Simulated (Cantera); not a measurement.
A Cantera script and its output.

```python
import numpy as np
import cantera as ct

surf = ct.Interface("diamond.yaml", "diamond_100")
gas, bulk = surf.adjacent["gas"], surf.adjacent["diamond"]
k = surf.kinetics_species_index(bulk.species_names[0])
cover = ["c6HH", "c6H*", "c6*H", "c6**", "c6HM", "c6B"]

rows, drift = [], 0.0
print(f"{'xH':>10s}{'um/h':>11s}" + "".join(f"{s:>11s}" for s in cover))
for v in [0.0001, 0.0002, 0.00038, 0.00074, 0.0015, 0.0028, 0.0055, 0.011, 0.021]:
    T, P, xH, xCH3 = 900, 1700, v, 0.00023
    gas.TPX = T, P, {"H": xH, "CH3": xCH3, "CH4": 0.015, "H2": 1 - xH - xCH3 - 0.015}
    surf.TP = bulk.TP = T, P
    surf.coverages = "c6H*:0.1, c6HH:0.9"
    surf.advance_coverages(100.0)
    before = surf.coverages
    surf.advance_coverages(100.0)
    drift = max(drift, np.max(np.abs(surf.coverages - before) / (surf.coverages + 1e-9)))
    rate = surf.net_production_rates[k] * bulk.mean_molecular_weight / bulk.density * 3.6e9
    rows.append([rate, *surf[cover].coverages])
    print(f"{v:10.4g}{rate:11.4e}" + "".join(f"{x:11.3e}" for x in rows[-1][1:]))
```

Output:

```
        xH       um/h       c6HH       c6H*       c6*H       c6**       c6HM        c6B
    0.0001 3.0087e-01  2.877e-01  4.063e-03  1.138e-01  9.122e-04  4.774e-01  8.164e-10
    0.0002 4.8311e-01  3.671e-01  5.346e-03  1.497e-01  1.566e-03  3.830e-01  1.311e-09
   0.00038 6.7793e-01  4.520e-01  6.694e-03  1.874e-01  2.292e-03  2.827e-01  1.840e-09
   0.00074 8.6741e-01  5.342e-01  7.993e-03  2.238e-01  3.011e-03  1.857e-01  2.354e-09
    0.0015 1.0202e+00  6.004e-01  9.036e-03  2.529e-01  3.597e-03  1.077e-01  2.768e-09
    0.0028 1.1085e+00  6.387e-01  9.641e-03  2.698e-01  3.937e-03  6.270e-02  3.008e-09
    0.0055 1.1658e+00  6.634e-01  1.004e-02  2.806e-01  4.159e-03  3.357e-02  3.163e-09
     0.011 1.1979e+00  6.773e-01  1.027e-02  2.867e-01  4.284e-03  1.724e-02  3.251e-09
     0.021 1.2139e+00  6.841e-01  1.041e-02  2.897e-01  4.349e-03  9.153e-03  3.294e-09
```

Detailed kinetics in Cantera: the Harris–Goodwin 1993 mechanism for the reconstructed diamond (100) surface.
